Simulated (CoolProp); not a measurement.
Vapour-liquid equilibrium of dimethyl ether (1) + ethanol (2) at 0.139 MPa; x and y are mole fractions of (1).

The numbers come from the multi-fluid Helmholtz-energy mixture model, Wu 2011 and Schroeder 2014; pair parameters Bell 2016 in CoolProp.

```csv
x,bubble temperature (K),y at the bubble point,dew temperature at overall composition x (K),liquid density (mol/L)
0.05,329.9,0.715,___,16.32
0.2,288.5,0.972,___,16.86
0.35,___,0.990,348.8,16.86
0.5,267.8,0.995,342.5,16.70
0.65,___,0.997,334.4,16.47
0.8,260.4,0.998,322.6,___
0.95,257.1,1.000,297.5,15.85
```

Complete the blanks.


- 0.05, dew temperature at overall composition x (K): 358.4
- 0.2, dew temperature at overall composition x (K): 354.0
- 0.35, bubble temperature (K): 274.7
- 0.65, bubble temperature (K): 263.6
- 0.8, liquid density (mol/L): 16.19

No azeotrope shows between x = 0.05 and 0.95.

The pair parameters rest on a limited set of measurements; away from them the model extrapolates.
